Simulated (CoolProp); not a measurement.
The fluid at 344.64 K and 1.36 MPa flows at 1.8 m/s in a round tube of 10 mm bore and 15 µm roughness, fully developed (64/Re and Nu = 3.66 if laminar; Colebrook and Gnielinski if turbulent). The same conditions are run with several fluids, on thermodynamics alone (safety and materials aside).

The numbers come from the reference Helmholtz-energy equation of state of each fluid (R236EA: Rui 2013; n-nonane: Lemmon 2006; methanol: de Reuck 1993; n-butane: Bücker 2006; o-xylene: Zhou 2012) in CoolProp.

Rank R236EA, n-nonane, methanol, n-butane, o-xylene by Reynolds number, highest first.

R236EA (107000), n-butane (89200), methanol (44000), o-xylene (33400), n-nonane (30400)

```csv
fluid,Darcy friction factor,pressure drop (Pa/m),heat-transfer coefficient (W/(m² K)),mass flow (kg/h)
R236EA,0.0236,4840,4160,644
n-nonane,0.0270,2970,2890,345
methanol,0.0257,3090,5350,378
n-butane,0.0239,2000,4120,262
o-xylene,0.0266,3620,3100,426
```

Transport values come from each fluid's own correlations; those of R236EA are estimates that may be off by 10 % or more.
